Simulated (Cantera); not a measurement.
What does this Cantera script print?

```python
import numpy as np
import cantera as ct

gas = ct.Solution("gri30.yaml")
gas.TPX = 2175, 3300, {'NO': 1, 'N2': 0.22}
reactor = ct.IdealGasConstPressureReactor(gas, energy="off", clone=False)
net = ct.ReactorNet([reactor])
net.rtol, net.atol = 1e-08, 1e-18
show = ['NO', 'O', 'N2', 'N2O', 'O2', 'NO2']
times = np.geomspace(9e-06, 100, 9)

steps = ct.SolutionArray(gas, extra=["t"])
rows = []
print(f"{'t/s':>10s}{'T/K':>9s}{'P/Pa':>11s}" + "".join(f"{s:>11s}" for s in show))
for t in times:
    while net.time < t:
        t_next = net.step()
        steps.append(gas.state, t=t_next)
    rows.append([np.interp(t, steps.t, y) for y in (steps.T, steps.P, *steps(*show).X.T)])
    print(f"{t:10.3e}{rows[-1][0]:9.1f}{rows[-1][1]:11.4g}" + "".join(f"{x:11.3e}" for x in rows[-1][2:]))
rate = np.gradient(steps.T, steps.t)
print("integrator steps:", len(steps.t))
if steps.T.max() > steps.T[0] + 200:
    print(f"time of steepest temperature rise: {steps.t[rate.argmax()]:.4e} s")
gas.TPX = 2175, 3300, {'NO': 1, 'N2': 0.22}
gas.equilibrate("TP")
print(f"equilibrium (TP): T = {gas.T:.1f} K  " + "  ".join(f"{s} {gas[s].X[0]:.3e}" for s in show))
```

Result:

```
       t/s      T/K       P/Pa         NO          O         N2        N2O         O2        NO2
 9.000e-06   2175.0       3300  8.197e-01  7.464e-07  1.803e-01  7.450e-07  2.994e-10  1.906e-10
 6.839e-05   2175.0       3300  8.197e-01  5.702e-06  1.803e-01  5.621e-06  1.747e-08  1.075e-08
 5.196e-04   2175.0       3300  8.196e-01  4.508e-05  1.803e-01  4.050e-05  1.036e-06  4.999e-07
 3.948e-03   2175.0       3300  8.188e-01  4.172e-04  1.805e-01  2.080e-04  7.505e-05  1.043e-05
 3.000e-02   2175.0       3300  8.075e-01  2.084e-03  1.856e-01  2.460e-04  4.507e-03  4.125e-05
 2.280e-01   2175.0       3300  6.890e-01  3.744e-03  2.444e-01  1.444e-04  6.256e-02  8.746e-05
 1.732e+00   2175.0       3300  1.140e-01  7.544e-03  5.309e-01  2.830e-06  3.475e-01  3.499e-05
 1.316e+01   2175.0       3300  1.416e-02  8.035e-03  5.807e-01  1.229e-07  3.971e-01  4.657e-06
 1.000e+02   2175.0       3300  1.413e-02  8.036e-03  5.807e-01  1.227e-07  3.971e-01  4.645e-06
integrator steps: 1057
equilibrium (TP): T = 2175.0 K  NO 1.413e-02  O 8.036e-03  N2 5.807e-01  N2O 1.227e-07  O2 3.971e-01  NO2 4.645e-06
```

Model: GRI-Mech 3.0 (53 species, 325 reactions), integrated in Cantera. Radical loss at walls, strong at low pressure, is not modelled.
